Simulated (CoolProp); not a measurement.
C3F8 (R218) along the isotherm 356 K: density (kg/m³) from the reference equation and from simpler models built on Tc = 345.0 K, pc = 2.640 MPa, ω = 0.317; each cubic takes its own stable root.

The numbers come from the reference Helmholtz-energy equation of state, Lemmon 2006 in CoolProp. It is a short technical equation, of lower accuracy than the large ones.

```
p (MPa)          phase  reference
-------  -------------  ---------
0.0125             gas     0.7951
0.0257             gas      1.637
0.0528             gas      3.374
0.108              gas      6.944
0.223              gas      14.53
0.457              gas      30.65
0.939              gas      67.38
1.93               gas      168.4
3.96     supercritical      885.9
```

Question: How far does each simpler model (ideal gas, van der Waals, Redlich-Kwong, Soave-Redlich-Kwong, Peng-Robinson) lie from the reference over these 9 states: mean and median of the absolute difference, and the worst?

Answer: 
- ideal gas: mean 13.4 %, median 2.5 %, worst -71.6 % at 356 K and 3.96 MPa
- van der Waals: mean 2.9 %, median 0.1 %, worst -22.0 % at 356 K and 3.96 MPa
- Redlich-Kwong: mean 1.4 %, median 0.1 %, worst -11.2 % at 356 K and 3.96 MPa
- Soave-Redlich-Kwong: mean 1.9 %, median 0.1 %, worst -15.3 % at 356 K and 3.96 MPa
- Peng-Robinson: mean 1.5 %, median 0.4 %, worst -7.5 % at 356 K and 3.96 MPa
